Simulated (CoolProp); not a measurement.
Properties of fluoroethane (R161) along the isotherm 421.7 K (Tc = 375.2 K, pc = 5010 kPa, ω = 0.216).

Values from CoolProp's reference Helmholtz-energy equation of state, Wu 2012.

```csv
p (kPa),phase,Z,cv (kJ/(kg K)),speed of sound (m/s),Joule-Thomson coefficient (K/MPa),isothermal compressibility (1/MPa),expansivity (1/kK)
15.8,gas,0.9992,1.435,285.8,7.169,63.34,2.377
23.9,gas,0.9988,1.435,285.7,7.171,41.89,2.380
36,gas,0.9983,1.435,285.5,7.173,27.83,2.385
54.3,gas,0.9974,1.435,285.4,7.178,18.46,2.392
81.9,gas,0.9960,1.436,285.1,7.184,12.26,2.402
124,gas,0.9940,1.437,284.6,7.193,8.113,2.418
186,gas,0.9910,1.438,283.9,7.207,5.425,2.443
281,gas,0.9864,1.440,282.9,7.229,3.608,2.480
424,gas,0.9794,1.443,281.4,7.262,2.408,2.538
640,gas,0.9688,1.448,279.1,7.312,1.613,2.630
965,gas,0.9526,1.456,275.5,7.387,1.089,2.778
1460,gas,0.9276,1.469,270.1,7.503,0.7401,3.028
2200,gas,0.8890,1.490,261.8,7.674,0.5142,3.471
3310,gas,0.8283,1.526,249.0,7.916,0.3702,4.344
5000,gas,0.7279,1.598,228.9,8.172,0.2863,6.489
```
